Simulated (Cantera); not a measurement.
A perfectly stirred reactor is fed with CO : H2 : O2 : N2 = 1 : 1.2 : 1.8 : 6.78 (molar parts), equivalence ratio 0.61, at 1100000 Pa; it is adiabatic with a 598 K inlet, and is followed from long to short residence time, starting on the burning branch (τ in s: 0.065, 0.03, 0.014, 0.0063, 0.0029, 0.0013, 0.0006, 0.00028, 0.00013, 5.8e-05, 2.6e-05, 1.2e-05).

Cantera simulation using GRI-Mech 3.0 (53 species, 325 reactions); the numbers are that mechanism's predictions, not measurements. The hydrogen kinetics of GRI-Mech 3.0 are dated; newer H2 mechanisms differ, most at raised pressure.

x: mole fraction; the columns are a selection and need not sum to one.

```json
[
 {"τ (s)": "0.065", "T (K)": "2154", "x CO": "0.000553", "x H2": "0.000125", "x O2": "0.0710", "x NO2": "5.61e-6", "x NO": "0.00211"},
 {"τ (s)": "0.030", "T (K)": "2155", "x CO": "0.000607", "x H2": "0.000133", "x O2": "0.0714", "x NO2": "3.21e-6", "x NO": "0.00119"},
 {"τ (s)": "0.014", "T (K)": "2155", "x CO": "0.000708", "x H2": "0.000148", "x O2": "0.0717", "x NO2": "1.78e-6", "x NO": "0.000636"},
 {"τ (s)": "0.0063", "T (K)": "2154", "x CO": "0.000920", "x H2": "0.000180", "x O2": "0.0720", "x NO2": "1.01e-6", "x NO": "0.000336"},
 {"τ (s)": "0.0029", "T (K)": "2150", "x CO": "0.00132", "x H2": "0.000239", "x O2": "0.0722", "x NO2": "6.57e-7", "x NO": "0.000194"},
 {"τ (s)": "0.0013", "T (K)": "2142", "x CO": "0.00207", "x H2": "0.000353", "x O2": "0.0725", "x NO2": "4.92e-7", "x NO": "0.000123"},
 {"τ (s)": "0.00060", "T (K)": "2129", "x CO": "(withheld)", "x H2": "(withheld)", "x O2": "0.0729", "x NO2": "(withheld)", "x NO": "(withheld)"},
 {"τ (s)": "0.00028", "T (K)": "2108", "x CO": "(withheld)", "x H2": "(withheld)", "x O2": "0.0737", "x NO2": "(withheld)", "x NO": "(withheld)"},
 {"τ (s)": "0.00013", "T (K)": "2076", "x CO": "0.00845", "x H2": "0.00134", "x O2": "0.0750", "x NO2": "2.64e-7", "x NO": "4.80e-5"},
 {"τ (s)": "5.8e-5", "T (K)": "2025", "x CO": "0.0137", "x H2": "0.00213", "x O2": "0.0772", "x NO2": "1.86e-7", "x NO": "3.43e-5"},
 {"τ (s)": "2.6e-5", "T (K)": "1946", "x CO": "0.0219", "x H2": "0.00334", "x O2": "0.0811", "x NO2": "1.31e-7", "x NO": "2.46e-5"},
 {"τ (s)": "1.2e-5", "T (K)": "1826", "x CO": "0.0351", "x H2": "0.00541", "x O2": "0.0880", "x NO2": "8.98e-8", "x NO": "1.64e-5"}
]
```

Q: Complete the blanks.

A: 
- 0.00060, x CO: 0.00331
- 0.00060, x H2: 0.000543
- 0.00060, x NO2: 4.11e-7
- 0.00060, x NO: 8.75e-5
- 0.00028, x CO: 0.00529
- 0.00028, x H2: 0.000851
- 0.00028, x NO2: 3.42e-7
- 0.00028, x NO: 6.50e-5
